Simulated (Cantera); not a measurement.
Input: 1 mol Si₃H₈, 4.8 mol H₂, at 100 Torr.

Equilibrium computed with Cantera from the NASA thermochemical tables; the gas is ideal and each condensed phase is pure. Candidate condensed phases: Si; 9 gas species. The feed counts by its element totals alone. Gases not in the tables: Si₂H₆ and higher silanes. Equilibrium is a limit: real reactors are often held back by kinetics, nucleation or transport.

**Question.** Which condensed phases are stable at each of these points (T (°C)): 977, 1027, 1077, 1127, 1177, 1227, 1277, 1327, 1377, 1427, 1477?

**Answer.** 
```
T (°C)  condensed phases  Si condensed (%)
------  ----------------  ----------------
977                Si(s)             100.0
1027               Si(s)             100.0
1077               Si(s)             100.0
1127               Si(s)             100.0
1177               Si(s)             100.0
1227               Si(s)             100.0
1277               Si(s)             100.0
1327               Si(s)             100.0
1377               Si(s)             100.0
1427               Si(l)             100.0
1477               Si(l)             100.0
```

From 977 °C to 1377 °C the condensed part is Si(s). From 1427 °C to 1477 °C the condensed part is Si(l).
